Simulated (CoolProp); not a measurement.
A single-stage vapour-compression cycle with ethylene: evaporating at 200.15 K (dew point), condensing at 253.15 K (bubble point), superheat 8 K, subcooling 0 K, compressor efficiency 0.75, no pressure losses. Each further row changes one setting.

Values from CoolProp's reference Helmholtz-energy equation of state, Smukala 2000.

| case | cooling COP | pressure ratio | discharge temperature (K) | refrigerating effect (kJ/kg) | volumetric capacity (kJ/m³) |
|---|---|---|---|---|---|
| as stated | 1.91 | 5.52 | 328.7 | 294 | 2380 |
| evaporating temperature 205.15 K | 2.22 | 4.52 | 320.1 | 297 | 2910 |
| condensing temperature 248.15 K | 2.21 | 4.84 | 318.8 | 310 | 2510 |
| subcooling 5 K | 2.02 | 5.52 | 328.7 | 310 | 2520 |
| superheat 18 K | 1.89 | 5.52 | 341.4 | 308 | 2350 |
| compressor efficiency 0.65 | 1.66 | 5.52 | 341.3 | 294 | 2380 |
